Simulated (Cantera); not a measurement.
An isothermal, constant-pressure homogeneous reactor starts with 100 % N₂O, at 1023 K and 140000 Pa.

Computed with Cantera and GRI-Mech 3.0 (53 species, 325 reactions). GRI-Mech 3.0 was tuned for natural gas; its chemistry of N2O as a main component is partial and can be far from experiment. The mechanism lacks the step 2 NO + O2 → 2 NO2, which can matter for NO2 below about 1400 K. The temperature is held fixed by assumption; the heat of reaction is taken as removed at once.

x: mole fraction; the columns are a selection and need not sum to one.

```csv
t (s),x N₂O,x NO,x NO₂,x N₂,x O₂,x O
3.00e-5,1.000,1.51e-8,<1e-12,3.85e-7,1.58e-7,6.22e-8
8.30e-5,1.000,…,<1e-12,…,…,6.40e-8
0.000229,1.000,1.53e-7,1.77e-12,3.34e-6,1.60e-6,6.40e-8
0.000634,1.000,4.34e-7,1.43e-11,9.34e-6,4.53e-6,6.40e-8
0.00175,1.000,1.21e-6,1.11e-10,2.59e-5,1.26e-5,6.40e-8
0.00485,1.000,3.36e-6,8.51e-10,7.19e-5,3.51e-5,6.40e-8
0.0134,1.000,9.28e-6,6.40e-9,0.000199,9.70e-5,6.40e-8
0.0371,0.999,…,…,…,…,6.40e-8
0.103,0.998,7.06e-5,3.27e-7,0.00152,0.000741,6.40e-8
0.284,0.994,0.000193,1.95e-6,0.00418,0.00204,6.38e-8
0.785,0.982,0.000525,8.72e-6,0.0115,0.00559,6.32e-8
2.17,0.953,0.00140,2.86e-5,0.0309,0.0151,6.17e-8
6.00,0.878,0.00355,7.75e-5,0.0796,0.0389,5.77e-8
```

Problem. Complete the blanks.

Solution. 
- 8.30e-5, x NO: 5.16e-8
- 8.30e-5, x N₂: 1.17e-6
- 8.30e-5, x O₂: 5.39e-7
- 0.0371, x NO: 2.56e-5
- 0.0371, x NO₂: 4.72e-8
- 0.0371, x N₂: 0.000550
- 0.0371, x O₂: 0.000268
